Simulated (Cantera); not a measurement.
What does this Cantera script print?

```python
import numpy as np
import cantera as ct

gas_names = [...]  # 113 gases of nasa_gas.yaml made of C, F, H, Si
cond_names = """
    C(gr) C6H6(L) C7H8(L) C8H18(L),n-octa Si(cr) Si(L) SiC(b)
""".split()


# ... load() reads the species with a 1 bar reference pressure and builds the phases ...
atoms = {
    'CH2F2': {'C': 1, 'H': 2, 'F': 2},
    'Si': {'Si': 1},
}
top_T = {'C(gr)': 4500, 'SiC(b)': 3050}  # K; cautious upper limits of use, not melting points


# ... equilibrate(T, P, feed) seeds the gas with the atoms and calls Mixture.equilibrate('TP', solver="vcs", rtol=1e-11, max_steps=5000) ...
results = []
feed = {'CH2F2': 1, 'Si': 0.03}  # mol
T = 2148  # K
P = 1000  # Pa
mix = equilibrate(T, P, feed)
results.append((T, P, feed, dict(zip(mix.species_names, mix.species_moles))))
x = sorted(zip(gas.X, gas.species_names), reverse=True)
print(f"T = {T:g} K  P = {P:g} Pa  gas = {mix.phase_moles(0):.4g} mol")
print("   x: " + "  ".join(f"{s} {v:.3e}" for v, s in x if v > 1e-05))
print("   condensed (mol): " + ("  ".join(f"{mix.phase(i).name} {mix.phase_moles(i):.4g}"
      for i in range(1, mix.n_phases) if mix.phase_moles(i) > 1e-12) or "none"))
```

Output:

```
T = 2148 K  P = 1000 Pa  gas = 1.98 mol
   x: HF 9.524e-01  H2 2.555e-02  SiF4 1.236e-02  H 6.661e-03  SiF3 2.647e-03  F 1.787e-04  SiF2 1.457e-04  C2H2,acetylene 4.892e-05
   condensed (mol): C(gr) 0.9998
```

Cantera equilibrium calculation (NASA polynomials, part measured and part estimated; ideal gas, pure solids and liquids). The tables' values for SiF3, SiF2 are old estimates; treat these amounts as uncertain.
